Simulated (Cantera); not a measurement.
**Thermodynamics of abatement and gas-phase synthesis, feed HI + H₂O + N₂**

Input: 1 mol HI, 0.1 mol H₂O, 10 mol N₂, at 1675 K.

These are equilibrium values from Cantera (NASA tables, ideal gas, pure condensed phases), not measurements of a reactor. Candidate condensed phases: H₂O, I₂; 27 gas species. The ideal-gas law is rough above about 30 bar. Rates play no part.

From 10.0 Pa to 300 bar nothing is condensed.

```
P (Pa)     x N₂     x I      x HI    x H₂      x I₂    x H₂O       x H
--------  -----  ------  --------  ------  --------  -------  --------
10        0.861  0.0858  0.000286  0.0417   1.32e-7  0.00858   0.00237
84        0.862  0.0854  0.000828  0.0423   1.10e-6  0.00861  0.000824
710       0.863  0.0839   0.00236  0.0418   8.97e-6  0.00863  0.000282
6000      0.865  0.0800   0.00638  0.0400   6.88e-5  0.00865   9.48e-5
50000     0.869  0.0706    0.0154  0.0357  0.000448  0.00869   3.10e-5
420000    0.877  0.0533    0.0301  0.0288   0.00214  0.00877   9.61e-6
3600000   0.887  0.0312    0.0450  0.0218   0.00627  0.00887   2.86e-6
30000000  0.895  0.0142    0.0536  0.0179    0.0108  0.00895   8.97e-7
```
x: gas mole fraction; nothing condenses.
